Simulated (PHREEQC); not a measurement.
Consider water at 3.6 °C and 10 atm with 0.0053 mol CuSO4 and 0.0011 mol H2SO4 per kg of water. Closed to the air; pH follows from the charge balance.

Equilibrium calculation in PHREEQC: ion-association model, phreeqc.dat.

- pH: 2.78
- ionic strength: 0.0189 mol/kgw
- specific conductance: 914 µS/cm
- total alkalinity: -2.20 meq/kg

```csv
species,molality,activity,log γ
SO4-2,0.00482,0.00289,-0.222
Cu+2,0.00407,0.00249,-0.214
H+,0.00186,0.00166,-0.048
CuSO4,0.00123,0.00124,0.002
HSO4-,0.000345,0.000302,-0.057
CuOH+,1.70e-8,1.49e-8,-0.057
```

Precipitation was switched off in this run. Constants without temperature data keep their 25 °C values here.
